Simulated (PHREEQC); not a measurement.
1.1 g of hydrous ferric oxide (600 m²/g; 0.2 weak and 0.005 strong sites per Fe, Dzombak-Morel constants, diffuse double layer) in 1 kg of water with 0.3 mol/kgw of an inert sodium salt and 0.0076 mmol/kgw SrCl2 and 5.6 mmol/kgw Ag2SO4, at 25 °C; the pH is set by adding NaOH or the inert anion's acid. O2 is buffered at 0.21 atm. No CO2 enters from the air. No solid was allowed to form.

Base run: PHREEQC, ion-association model, wateq4f.dat. Each further column changes one thing. The table gives Sr sorbed (%).

```json
[
 {"pH": "3", "base": "0.0", "no electrostatic term (-no_edl)": "0.0", "background salt from 0.3 to 0.03 mol/kgw": "0.0", "oxide from 1.1 to 5.5 g/kgw": "0.0"},
 {"pH": "4.5", "base": "0.0", "no electrostatic term (-no_edl)": "0.3", "background salt from 0.3 to 0.03 mol/kgw": "0.0", "oxide from 1.1 to 5.5 g/kgw": "0.1"},
 {"pH": "5.5", "base": "0.0", "no electrostatic term (-no_edl)": "1.5", "background salt from 0.3 to 0.03 mol/kgw": "0.0", "oxide from 1.1 to 5.5 g/kgw": "0.1"},
 {"pH": "7", "base": "0.0", "no electrostatic term (-no_edl)": "0.2", "background salt from 0.3 to 0.03 mol/kgw": "0.0", "oxide from 1.1 to 5.5 g/kgw": "0.2"},
 {"pH": "8.5", "base": "0.6", "no electrostatic term (-no_edl)": "0.5", "background salt from 0.3 to 0.03 mol/kgw": "1.0", "oxide from 1.1 to 5.5 g/kgw": "9.4"},
 {"pH": "9.5", "base": "0.7", "no electrostatic term (-no_edl)": "0.6", "background salt from 0.3 to 0.03 mol/kgw": "1.3", "oxide from 1.1 to 5.5 g/kgw": "40.8"},
 {"pH": "11", "base": "1.3", "no electrostatic term (-no_edl)": "1.1", "background salt from 0.3 to 0.03 mol/kgw": "2.1", "oxide from 1.1 to 5.5 g/kgw": "72.8"}
]
```

In at least one series the solution becomes supersaturated in solids that the run did not let form, among them Cerargyrite, Ag2O. The oxide is taken as insoluble; below pH 4 it would dissolve.
